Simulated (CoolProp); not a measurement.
Aqueous ethanol as a coolant, 35 % by mass, freezing at -24.9 °C, 1 atm.

Model: Melinder's fits for secondary coolants, in CoolProp.

| T (°C) | Prandtl number | cp (kJ/(kg K)) | viscosity (mPa s) | density (kg/m³) |
|---|---|---|---|---|
| -16.8 | 216 | 3.912 | 20.2 | 967.0 |
| -11.8 | 153 | 3.951 | 14.3 | 964.4 |
| -6.8 | 112 | 3.986 | 10.4 | ___ |
| -1.8 | 83.6 | 4.018 | 7.76 | 958.9 |
| 3.2 | 63.9 | 4.048 | 5.94 | ___ |
| 8.2 | 50.0 | 4.074 | 4.64 | 952.8 |
| 13.3 | 39.6 | 4.098 | 3.69 | 949.6 |
| 18.3 | ___ | 4.120 | 3.00 | 946.3 |
| 23.3 | 26.5 | 4.140 | 2.47 | 942.9 |
| 28.3 | ___ | 4.159 | 2.07 | 939.4 |
| 33.3 | 18.7 | 4.176 | 1.75 | ___ |

Problem. Complete the blanks.

Solution. 
- -6.8, density (kg/m³): 961.7
- 3.2, density (kg/m³): 955.9
- 18.3, Prandtl number: 32.1
- 28.3, Prandtl number: 22.1
- 33.3, density (kg/m³): 935.8
